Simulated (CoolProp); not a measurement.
Saturation properties of methane (Tc = -82.6 °C, pc = 4599 kPa, ω = 0.011).

Values from CoolProp's reference Helmholtz-energy equation of state, Setzmann 1991.

| T (°C) | p (kPa) | vapour density (kg/m³) | enthalpy of vaporisation (kJ/kg) | liquid cp (kJ/(kg K)) | surface tension (mN/m) | liquid conductivity (mW/(m K)) |
|---|---|---|---|---|---|---|
| -171.45 | … | 0.7912 | … | 3.418 | 14.9 | 197 |
| -164.15 | 80.88 | 1.477 | 515.6 | 3.462 | 13.4 | 187 |
| -156.75 | 147.1 | 2.559 | 501.9 | 3.518 | 12.0 | 177 |
| -149.35 | 248.4 | 4.151 | 486.5 | 3.586 | 10.6 | 167 |
| -142.05 | … | 6.360 | 469.3 | 3.672 | 9.20 | 156 |
| -134.65 | 592.8 | 9.414 | 449.5 | 3.786 | … | 146 |
| -127.25 | … | 13.51 | 426.7 | 3.938 | 6.50 | 135 |
| -119.95 | 1199 | 18.86 | 400.7 | 4.149 | 5.23 | 125 |
| -112.55 | 1631 | 26.05 | 369.5 | 4.467 | 4.00 | 114 |
| -105.15 | 2165 | 35.76 | 331.9 | 4.985 | 2.82 | 104 |
| -97.75 | 2815 | 49.44 | 284.5 | 5.988 | 1.73 | 92.6 |

Q: What belongs in the gaps?

A: 
- -171.45, p (kPa): 40.91
- -171.45, enthalpy of vaporisation (kJ/kg): 527.8
- -142.05, p (kPa): 392.2
- -134.65, surface tension (mN/m): 7.83
- -127.25, p (kPa): 859.6

It boils at -161.5 °C under 1 atm.

Thermal conductivity comes from a separate model (Friend 1989). Surface tension comes from a separate correlation (Mulero 2012).
